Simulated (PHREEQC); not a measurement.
0.017 g of hydrous ferric oxide (600 m²/g; 0.2 weak and 0.005 strong sites per Fe, Dzombak-Morel constants, diffuse double layer) in 1 kg of water with 0.1 mol/kgw of an inert sodium salt and 0.021 mmol/kgw ZnSO4, at 25 °C; the pH is set by adding NaOH or the inert anion's acid. O2 is buffered at 0.21 atm. The system is closed to CO2. No solid was allowed to form.

The series has 13 steps of pH, from 3 to 11.

Equilibrium calculation in PHREEQC: ion-association model, wateq4f.dat.

Q: Near which pH is half of the Zn sorbed, and on which side is more sorbed?

A: Near pH 7.8, with more sorbed at higher pH.

Q: At which pH does the surface charge pass through zero?

A: Near pH 9.3.

Along this series the solution becomes supersaturated in solids that the run did not let form, among them Zn(OH)2-e. The oxide is taken as insoluble; below pH 4 it would dissolve.
